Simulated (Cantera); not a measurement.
A closed system holds: 1 mol HgO, 0.092 mol H₂, 12 mol N₂, equilibrated at 0.100 bar.

Cantera equilibrium calculation (NASA polynomials, part measured and part estimated; ideal gas, pure solids and liquids). Candidate condensed phases: H₂O, Hg, HgO; 25 gas species. The numbers say what is thermodynamically allowed, not how fast it happens. All values below are at 1350 K.

Base state: N₂ 0.886, Hg 0.0738, O₂ 0.0334, H₂O 0.00679, NO 0.000229 (mole fractions); condensed: gas only.

Q: What changes in the equilibrium state with this change: H₂ from 0.092 to 0.83 mol?

A: 
```
species    before    after
-------  --------  -------
N₂          0.886    0.862
Hg         0.0738   0.0719
H₂O       0.00679   0.0596
O₂         0.0334  0.00606
NO       0.000229  9.62e-5
OH        5.37e-6  1.04e-5
```

Q: What changes in the equilibrium state with this change: HgO replaced by PbO?

A: 
```tsv
species	before	after
N₂	0.886	0.975
PbO	0	0.0104
Pb	0	0.00758
Hg	0.0738	0
O₂	0.0334	4.83e-5
NO	0.000229	9.13e-6
H₂O	0.00679	0.00747
PbO(l), mol	0	0.779
```
Gases not in the tables: (PbO)n polymers. Further candidate phases: Pb, PbO, PbO₂, Pb₃O₄.
